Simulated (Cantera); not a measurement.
A freely propagating, adiabatic, planar premixed flame of CH4 : C2H6 : C3H8 : O2 : N2 : H2O = 1 : 0.97 : 0.042 : 3.74 : 9.72 : 2.3 (molar parts), equivalence ratio 1.5, unburnt at 425 K and 1.00 bar; mixture-averaged transport, grid criteria slope 0.08 and curve 0.16, no radiation.

Detailed kinetics in Cantera: GRI-Mech 3.0 (53 species, 325 reactions). Burning velocities carry a grid error of a few per cent, more on coarse grids.

Predict: laminar burning velocity; thermal thickness; peak x(CH2); peak x(CH2O).


| Item | Value |
|---|---|
| laminar burning velocity | 42.8 cm/s |
| thermal thickness | 0.563 mm |
| peak x(CH2) | 6.57e-5 |
| peak x(CH2O) | 0.00204 |
